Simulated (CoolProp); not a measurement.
Ethanol along the isotherm 567.5 K: density (kg/m³) from the reference equation and from simpler models built on Tc = 514.7 K, pc = 62.68 bar, ω = 0.644; each cubic takes its own stable root.

Model: reference Helmholtz-energy equation of state, Schroeder 2014, in CoolProp.

| p (bar) | phase | reference |
|---|---|---|
| 0.496 | gas | 0.4850 |
| 0.836 | gas | 0.8182 |
| 1.41 | gas | 1.382 |
| 2.38 | gas | 2.340 |
| 4.02 | gas | 3.973 |
| 6.78 | gas | 6.757 |
| 11.4 | gas | 11.53 |
| 19.3 | gas | 20.04 |
| 32.6 | gas | 35.56 |
| 55 | gas | 66.48 |
| 92.9 | supercritical | 150.9 |
| 157 | supercritical | 376.0 |

Question: How far does each simpler model (ideal gas, van der Waals) lie from the reference over these 12 states: mean and median of the absolute difference, and the worst?

Answer: 
- ideal gas: mean 11.9 %, median 2.7 %, worst -59.2 % at 567.5 K and 157 bar
- van der Waals: mean 5.9 %, median 0.8 %, worst +32.1 % at 567.5 K and 92.9 bar
